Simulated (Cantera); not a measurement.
Charge: 1 mol MgSO4, 4.9 mol CO2, 5.8 mol H2O, equilibrated at 0.000110 bar.

Cantera equilibrium calculation (NASA polynomials, part measured and part estimated; ideal gas, pure solids and liquids). Candidate condensed phases: C, C6H6, C7H8, C8H18, H2O, H2SO4, Mg, MgCO3, MgO, Mg(OH)2, MgS, MgSO4, S; 130 gas species. Rates play no part. All values below are at 1248 K.

Base state: H2O 0.475, CO2 0.402, SO2 0.0819, O2 0.0410, OH 7.93e-5, SO3 3.08e-5 (mole fractions); condensed: MgO(s).

Question: What changes in the equilibrium state with this change: 1.5 mol CH4 added?

Answer: 
| species | before | after |
|---|---|---|
| H2O | 0.475 | 0.426 |
| CO2 | 0.402 | 0.277 |
| CO | 9.78e-6 | 0.125 |
| H2 | 7.43e-6 | 0.124 |
| O2 | 0.0410 | <1e-9 |
| S2 | <1e-9 | 0.0141 |
| SO2 | 0.0819 | 0.0310 |
| H2S | <1e-9 | 0.00242 |
| SH | <1e-9 | 0.000203 |
| COS | <1e-9 | 7.85e-5 |
| S2O | <1e-9 | 3.93e-5 |
| SO3 | 3.08e-5 | <1e-9 |
| MgO(s), mol | 1.00 | 1.00 |
Gases not in the tables: S3 to S7.
